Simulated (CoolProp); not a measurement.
Propylene glycol along the isobar 0.735 MPa: fugacity coefficient from the reference equation and from simpler models built on Tc = 674.0 K, pc = 7.292 MPa, ω = 0.327; each cubic takes its own stable root.

Model: reference Helmholtz-energy equation of state, Eisenbach 2021, in CoolProp.

```json
[
 {"T (K)": "368.8", "phase": "liquid", "reference": "0.003273"},
 {"T (K)": "375.7", "phase": "liquid", "reference": "0.004690"},
 {"T (K)": "382.6", "phase": "liquid", "reference": "0.006614"},
 {"T (K)": "389.5", "phase": "liquid", "reference": "0.009188"},
 {"T (K)": "396.5", "phase": "liquid", "reference": "0.01264"},
 {"T (K)": "403.4", "phase": "liquid", "reference": "0.01708"},
 {"T (K)": "410.3", "phase": "liquid", "reference": "0.02278"},
 {"T (K)": "417.2", "phase": "liquid", "reference": "0.03003"},
 {"T (K)": "424.1", "phase": "liquid", "reference": "0.03914"},
 {"T (K)": "431", "phase": "liquid", "reference": "0.05046"},
 {"T (K)": "437.9", "phase": "liquid", "reference": "0.06440"},
 {"T (K)": "444.8", "phase": "liquid", "reference": "0.08139"},
 {"T (K)": "451.7", "phase": "liquid", "reference": "0.1019"}
]
```

Task: How far does each simpler model (van der Waals, Redlich-Kwong, Peng-Robinson) lie from the reference over these 13 states: mean and median of the absolute difference, and the worst?

Result: 
- van der Waals: mean 4992.0 %, median 3655.0 %, worst +14357.7 % at 368.8 K and 0.735 MPa
- Redlich-Kwong: mean 1054.1 %, median 918.0 %, worst +2110.2 % at 368.8 K and 0.735 MPa
- Peng-Robinson: mean 342.2 %, median 314.4 %, worst +596.6 % at 368.8 K and 0.735 MPa

At some of these states van der Waals gives the other phase, because its saturation line lies elsewhere.
